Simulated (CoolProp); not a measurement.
Saturated liquid density (kg/m³) of benzene: the reference equation beside estimates from Tc = 288.9 °C, pc = 4906 kPa, ω = 0.211. Rackett uses Z = 0.29056 − 0.08775 ω.

Computed with CoolProp (reference Helmholtz-energy equation of state, Thol 2012).

```json
[
 {"T (°C)": "170.15", "reference": "702.2", "Rackett": "694.7", "van der Waals": "428.3", "Redlich-Kwong": "607.5", "Soave-Redlich-Kwong": "631.3", "Peng-Robinson": "716.3"},
 {"T (°C)": "175.65", "reference": "694.4", "Rackett": "686.9", "van der Waals": "423.4", "Redlich-Kwong": "598.6", "Soave-Redlich-Kwong": "622.5", "Peng-Robinson": "706.4"},
 {"T (°C)": "181.15", "reference": "686.5", "Rackett": "679.0", "van der Waals": "418.4", "Redlich-Kwong": "589.5", "Soave-Redlich-Kwong": "613.4", "Peng-Robinson": "696.2"},
 {"T (°C)": "186.75", "reference": "678.2", "Rackett": "670.7", "van der Waals": "413.1", "Redlich-Kwong": "580.0", "Soave-Redlich-Kwong": "603.9", "Peng-Robinson": "685.4"},
 {"T (°C)": "192.25", "reference": "669.8", "Rackett": "662.3", "van der Waals": "407.8", "Redlich-Kwong": "570.4", "Soave-Redlich-Kwong": "594.2", "Peng-Robinson": "674.3"},
 {"T (°C)": "197.85", "reference": "661.1", "Rackett": "653.6", "van der Waals": "…", "Redlich-Kwong": "560.3", "Soave-Redlich-Kwong": "…", "Peng-Robinson": "662.7"},
 {"T (°C)": "203.35", "reference": "652.2", "Rackett": "644.7", "van der Waals": "396.5", "Redlich-Kwong": "550.1", "Soave-Redlich-Kwong": "573.5", "Peng-Robinson": "650.7"},
 {"T (°C)": "208.85", "reference": "643.1", "Rackett": "635.5", "van der Waals": "390.6", "Redlich-Kwong": "539.5", "Soave-Redlich-Kwong": "562.6", "Peng-Robinson": "638.3"},
 {"T (°C)": "214.45", "reference": "633.4", "Rackett": "625.9", "van der Waals": "384.4", "Redlich-Kwong": "528.4", "Soave-Redlich-Kwong": "551.1", "Peng-Robinson": "625.1"},
 {"T (°C)": "219.95", "reference": "623.5", "Rackett": "616.0", "van der Waals": "378.1", "Redlich-Kwong": "517.1", "Soave-Redlich-Kwong": "539.4", "Peng-Robinson": "611.5"},
 {"T (°C)": "225.55", "reference": "613.0", "Rackett": "605.6", "van der Waals": "371.4", "Redlich-Kwong": "505.0", "Soave-Redlich-Kwong": "526.9", "Peng-Robinson": "597.0"},
 {"T (°C)": "231.05", "reference": "602.1", "Rackett": "594.9", "van der Waals": "364.5", "Redlich-Kwong": "492.7", "Soave-Redlich-Kwong": "513.9", "Peng-Robinson": "582.1"},
 {"T (°C)": "236.65", "reference": "590.5", "Rackett": "583.4", "van der Waals": "357.2", "Redlich-Kwong": "479.6", "Soave-Redlich-Kwong": "500.1", "Peng-Robinson": "566.0"},
 {"T (°C)": "242.15", "reference": "578.3", "Rackett": "571.4", "van der Waals": "349.6", "Redlich-Kwong": "466.1", "Soave-Redlich-Kwong": "485.8", "Peng-Robinson": "549.2"},
 {"T (°C)": "247.65", "reference": "565.2", "Rackett": "558.7", "van der Waals": "341.5", "Redlich-Kwong": "451.7", "Soave-Redlich-Kwong": "…", "Peng-Robinson": "531.3"}
]
```

Complete the blanks.


- 197.85, van der Waals: 402.2
- 197.85, Soave-Redlich-Kwong: 583.9
- 247.65, Soave-Redlich-Kwong: 470.5

Absolute difference from the reference over all 15 rows, mean and median: Rackett 1.2 and 1.2 %, van der Waals 39.3 and 39.3 %, Redlich-Kwong 16.4 and 16.1 %, Soave-Redlich-Kwong 12.9 and 12.5 %, Peng-Robinson 2.2 and 1.7 %.
